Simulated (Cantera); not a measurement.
An isothermal, constant-pressure homogeneous reactor starts with H₂ : O₂ : N₂ = 0.21 : 1 : 10 (molar parts), equivalence ratio 0.10, at 850 K and 0.132 atm.

Computed with Cantera and the H2/O2 subset of GRI-Mech 3.0, which has no nitrogen chemistry. Radical loss at walls, strong at low pressure, is not modelled. Below about 950 K walls govern HO2 and H2O2 in real vessels.

One state of this run: x H₂ = 0.000174; x O₂ = 0.0807; x OH = 1.38e-7; x H = 9.56e-9; x HO₂ = 1.28e-6; x O = 1.78e-7; x H₂O₂ = 2.43e-6. x: mole fraction; the columns are a selection and need not sum to one.

### Question
Which value of t (s) does it belong to?
(A) 0.0965
(B) 0.00734
(C) 1.27
(D) 3.00

### Answer
D, 3.00
